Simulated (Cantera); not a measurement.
# Pyrogenic steam for wet oxidation

A perfectly stirred reactor is fed with H2 : O2 : N2 = 1.5 : 1 : 0.78 (molar parts), at 100.0 Torr; it is held at 1400 K, and followed from long to short residence time.

Computed with Cantera and GRI-Mech 3.0 (53 species, 325 reactions). The temperature is held fixed by assumption; the heat of reaction is taken as removed at once.

```tsv
τ (s)	x H2	x O2	x H	x H2O	x H2O2	x NO2
6.5	0.000186	0.0987	1.07e-5	0.592	2.09e-7	1.90e-9
2.8	0.000327	0.0986	2.50e-5	0.592	3.10e-7	1.48e-9
1.2	0.000579	0.0986	5.91e-5	0.591	4.50e-7	1.03e-9
0.49	0.00105	0.0986	0.000147	0.590	6.53e-7	6.82e-10
0.21	0.00185	0.0987	0.000344	0.588	9.07e-7	5.01e-10
0.088	0.00328	0.0990	0.000822	0.585	1.24e-6	4.16e-10
0.037	0.00573	0.0996	0.00193	0.580	1.65e-6	3.85e-10
0.016	0.00967	0.101	0.00435	0.572	2.09e-6	3.76e-10
0.0067	0.0162	0.103	0.00983	0.556	2.56e-6	3.77e-10
0.0028	0.0261	0.107	0.0212	0.530	2.94e-6	3.76e-10
```
x: mole fraction; the columns are a selection and need not sum to one.
